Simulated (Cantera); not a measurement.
Standard-state values (1 bar) from the NASA 1993 polynomials, evaluated with Cantera. Values are per mole of reaction as written; species without (g) are pure solids or liquids, kept so even where they would boil at 1 bar.

12 H(g) + Cr2N + 3 NO2(g) → 2 CrO3(g) + 4 NH3(g), with ΔH° = -3362.8 kJ and ΔS° = -859.6 J/K at 300 K.

How far is the shortcut ΔG° ≈ ΔH°(300 K) − T·ΔS°(300 K) from the full temperature-dependent value at 448, 548, 648, 748, 848, 948, 1048, 1148, 1248, 1348 K?


```csv
T (K),shortcut (kJ),full (kJ),difference (kJ),difference in log10 K
448,-2977.7,-2972.4,-5.3,0.62
548,-2891.8,-2878.2,-13.5,1.29
648,-2805.8,-2781.4,-24.4,1.97
748,-2719.8,-2682.3,-37.5,2.62
848,-2633.9,-2581.6,-52.3,3.22
948,-2547.9,-2479.3,-68.6,3.78
1048,-2462.0,-2375.8,-86.2,4.29
1148,-2376.0,-2271.2,-104.8,4.77
1248,-2290.0,-2165.6,-124.4,5.21
1348,-2204.1,-2059.2,-144.9,5.61
```
The shortcut ignores the heat-capacity change of the reaction.
